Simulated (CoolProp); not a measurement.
Vapour-liquid equilibrium of R134a (1) + isobutane (2) at 236 kPa; x and y are mole fractions of (1).

The numbers come from the multi-fluid Helmholtz-energy mixture model, Tillner-Roth 1994 and Bücker 2006; pair parameters Bell 2016 in CoolProp.

```csv
x,"bubble temperature, mixture model (K)","bubble temperature, Raoult's law (K)","y, mixture model","y, Raoult's law"
0.05,276.6,283.9,0.269,0.090
0.15,268.0,281.4,0.495,0.249
0.25,264.5,279.2,0.580,0.385
0.35,263.1,277.2,0.619,0.502
0.45,262.5,275.4,0.640,0.605
0.55,262.2,273.7,0.655,0.695
0.65,262.1,272.1,0.671,0.776
0.75,262.1,270.6,0.698,0.848
0.85,262.8,269.2,0.752,0.913
0.95,265.0,268.0,0.877,0.972
```

The largest gap from Raoult's law is -14.7 K in bubble temperature, at x = 0.25. y crosses x between x = 0.65 and 0.75: the model has an azeotrope there.

The pair parameters rest on a limited set of measurements; away from them the model extrapolates. With so large a gap from Raoult's law the liquid may split in two, which this calculation doesn't test in full.
